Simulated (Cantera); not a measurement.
Charge: 1 mol SiCl₄, 4.4 mol N₂, 0.21 mol H₂, 4.9 mol NH₃, at 0.100 bar.

Method: chemical equilibrium by Gibbs-energy minimisation in Cantera with the NASA 1993 tables (ideal gas, pure condensed phases). Candidate condensed phases: NH₄Cl, Si, Si₃N₄; 28 gas species. Rates play no part.

Over these rows the condensed part is Si₃N₄(s). Partial pressures as log10 of bar:

```json
[
 {"T (K)": "1273", "1000/T (1/K)": "0.7855", "log p SiCl₂": "-4.86", "log p N₂": "-1.40", "log p H₂": "-1.44", "log p HCl": "-1.62"},
 {"T (K)": "1373", "1000/T (1/K)": "0.7283", "log p SiCl₂": "-4.07", "log p N₂": "-1.40", "log p H₂": "-1.44", "log p HCl": "-1.62"},
 {"T (K)": "1473", "1000/T (1/K)": "0.6789", "log p SiCl₂": "-3.43", "log p N₂": "-1.40", "log p H₂": "-1.44", "log p HCl": "-1.63"},
 {"T (K)": "1573", "1000/T (1/K)": "0.6357", "log p SiCl₂": "?", "log p N₂": "-1.40", "log p H₂": "-1.43", "log p HCl": "-1.66"},
 {"T (K)": "1673", "1000/T (1/K)": "0.5977", "log p SiCl₂": "-2.56", "log p N₂": "-1.39", "log p H₂": "-1.42", "log p HCl": "-1.73"},
 {"T (K)": "1773", "1000/T (1/K)": "0.5640", "log p SiCl₂": "-2.33", "log p N₂": "-1.38", "log p H₂": "-1.41", "log p HCl": "-1.84"}
]
```

Q: Fit log p(SiCl₂) = a + b·(1000/T) to the five rows, give the apparent enthalpy, and predict the row at 1573 K.

A: Means: 1000/T = 0.6709, log p = -3.450. Sxy = -0.381890, Sxx = 0.0332778, so b = -11.48 and a = -3.450 − (-11.48)×0.6709 = 4.25.
Apparent enthalpy: −19.145 × (-11.48) = 220 kJ/mol. With the condensed phases at unit activity, 1/3 Si₃N₄(s) + 2 HCl(g) = SiCl₂(g) + 2/3 N₂(g) + H₂(g) links this pressure to the main gases: over the six rows their terms move log p by -0.48 in all, so the slope isn't that reaction's ΔH° alone. The five rows lie within 0.11 of the line; that is curvature, so one enthalpy describes this range poorly.
Prediction at 1573 K: 4.25 + (-11.48)×0.6357 = -3.05. The computed value is -2.92, 0.13 from the line.
